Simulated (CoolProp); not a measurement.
Saturation properties of chlorine.

The numbers come from the reference Helmholtz-energy equation of state, Thol 2021 in CoolProp.

| T (K) | p (MPa) | liquid density (kg/m³) | enthalpy of vaporisation (kJ/kg) | liquid cp (kJ/(kg K)) |
|---|---|---|---|---|
| 320.9 | 1.373 | 1319 | 228.5 | ? |
| 325.4 | 1.521 | 1304 | 224.3 | ? |
| 330 | 1.685 | 1287 | 219.8 | 1.063 |
| 334.5 | 1.857 | 1271 | 215.3 | 1.077 |
| 339.1 | 2.045 | 1254 | 210.4 | 1.094 |
| 343.6 | 2.242 | 1237 | 205.5 | 1.111 |
| 348.1 | 2.452 | 1220 | 200.4 | ? |
| 352.7 | 2.680 | 1201 | 194.9 | 1.154 |
| 357.2 | 2.918 | 1182 | 189.3 | 1.179 |
| 361.8 | 3.175 | 1162 | 183.3 | 1.209 |
| 366.3 | 3.442 | 1142 | 177.2 | 1.243 |
| 370.9 | 3.731 | 1120 | 170.6 | 1.283 |
| 375.4 | 4.029 | 1098 | 163.7 | 1.331 |
| 380 | 4.351 | 1074 | 156.2 | 1.392 |

**Question.** What belongs in the gaps?

**Answer.** 
- 320.9, liquid cp (kJ/(kg K)): 1.038
- 325.4, liquid cp (kJ/(kg K)): 1.050
- 348.1, liquid cp (kJ/(kg K)): 1.131

It boils at 239.2 K under 1 atm.
